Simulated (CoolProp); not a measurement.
Properties of sulfur dioxide along the isotherm 188.75 °C.

The numbers come from the reference Helmholtz-energy equation of state, Gao 2016 in CoolProp.

```json
[
 {"p (MPa)": "0.0623", "phase": "gas", "density (kg/m³)": "1.041", "cv (kJ/(kg K))": "0.5804", "Joule-Thomson coefficient (K/MPa)": "10.31", "isothermal compressibility (1/MPa)": "16.09", "fugacity coefficient": "0.9979"},
 {"p (MPa)": "0.118", "phase": "gas", "density (kg/m³)": "1.976", "cv (kJ/(kg K))": "0.5811", "Joule-Thomson coefficient (K/MPa)": "10.31", "isothermal compressibility (1/MPa)": "8.509", "fugacity coefficient": "0.9959"},
 {"p (MPa)": "0.224", "phase": "gas", "density (kg/m³)": "3.766", "cv (kJ/(kg K))": "0.5825", "Joule-Thomson coefficient (K/MPa)": "10.32", "isothermal compressibility (1/MPa)": "4.499", "fugacity coefficient": "0.9923"},
 {"p (MPa)": "0.425", "phase": "gas", "density (kg/m³)": "7.196", "cv (kJ/(kg K))": "0.5851", "Joule-Thomson coefficient (K/MPa)": "10.32", "isothermal compressibility (1/MPa)": "2.388", "fugacity coefficient": "0.9854"},
 {"p (MPa)": "0.805", "phase": "gas", "density (kg/m³)": "13.82", "cv (kJ/(kg K))": "0.5901", "Joule-Thomson coefficient (K/MPa)": "10.33", "isothermal compressibility (1/MPa)": "1.279", "fugacity coefficient": "0.9725"},
 {"p (MPa)": "1.53", "phase": "gas", "density (kg/m³)": "26.99", "cv (kJ/(kg K))": "0.6001", "Joule-Thomson coefficient (K/MPa)": "10.35", "isothermal compressibility (1/MPa)": "0.6925", "fugacity coefficient": "0.9479"},
 {"p (MPa)": "2.89", "phase": "gas", "density (kg/m³)": "53.93", "cv (kJ/(kg K))": "0.6209", "Joule-Thomson coefficient (K/MPa)": "10.35", "isothermal compressibility (1/MPa)": "0.3901", "fugacity coefficient": "0.9025"},
 {"p (MPa)": "5.49", "phase": "gas", "density (kg/m³)": "116.9", "cv (kJ/(kg K))": "0.6705", "Joule-Thomson coefficient (K/MPa)": "10.21", "isothermal compressibility (1/MPa)": "0.2412", "fugacity coefficient": "0.8176"},
 {"p (MPa)": "10.4", "phase": "supercritical", "density (kg/m³)": "349.1", "cv (kJ/(kg K))": "0.8299", "Joule-Thomson coefficient (K/MPa)": "7.861", "isothermal compressibility (1/MPa)": "0.2438", "fugacity coefficient": "0.6607"},
 {"p (MPa)": "19.7", "phase": "supercritical", "density (kg/m³)": "841.0", "cv (kJ/(kg K))": "0.7746", "Joule-Thomson coefficient (K/MPa)": "1.260", "isothermal compressibility (1/MPa)": "0.02071", "fugacity coefficient": "0.4446"}
]
```
